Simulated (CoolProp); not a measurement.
Properties of carbon monoxide along the isotherm 234 K.

Computed with CoolProp (reference Helmholtz-energy equation of state, Lemmon 2006). It is a short technical equation, of lower accuracy than the large ones.

```tsv
p (kPa)	phase	Z	Joule-Thomson coefficient (K/MPa)
1460	gas	0.9803	3.858
2920	gas	?	3.642
4370	supercritical	0.9472	?
5830	supercritical	0.9342	3.164
7290	supercritical	0.9238	2.909
8750	supercritical	0.9163	2.650
10200	supercritical	0.9118	2.395
11700	supercritical	0.9102	2.139
13100	supercritical	0.9117	1.910
14600	supercritical	0.9163	1.680
16000	supercritical	?	?
17500	supercritical	0.9333	?
```

### Question
Fill in the missing entries.

### Answer

- 2920, Z: 0.9626
- 4370, Joule-Thomson coefficient (K/MPa): 3.410
- 16000, Z: 0.9233
- 16000, Joule-Thomson coefficient (K/MPa): 1.480
- 17500, Joule-Thomson coefficient (K/MPa): 1.284
